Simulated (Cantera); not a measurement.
Feed: 1 mol ZrO2, 550 mol H2, 19 mol N2, equilibrated at 1723.15 K and 75.0 Torr.

Cantera equilibrium calculation (NASA polynomials, part measured and part estimated; ideal gas, pure solids and liquids). Candidate condensed phases: H2O, Zr, ZrN, ZrO2; 28 gas species. Mutual solubility and eutectic melting of coexisting phases are not modelled. ZrN: taken at fixed stoichiometry. Condensed phases not in the tables: solid solutions among these carbides, nitrides and lower oxides. Kinetics and transport are ignored.

Base state: H2 0.966, N2 0.0334, H 0.000568, H2O 2.04e-5 (mole fractions); condensed: ZrN(s) + ZrO2(tetragonal).

Problem. What changes in the equilibrium state with this change: pressure from 75.0 Torr to 0.135 Torr?

Solution. 
| species | before | after |
|---|---|---|
| H2 | 0.966 | 0.954 |
| N2 | 0.0334 | 0.0332 |
| H | 0.000568 | 0.0133 |
| H2O | 2.04e-5 | 4.15e-6 |
| ZrN(s), mol | 0.00581 | 0.00118 |
| ZrO2(tetragonal), mol | 0.994 | 0.999 |
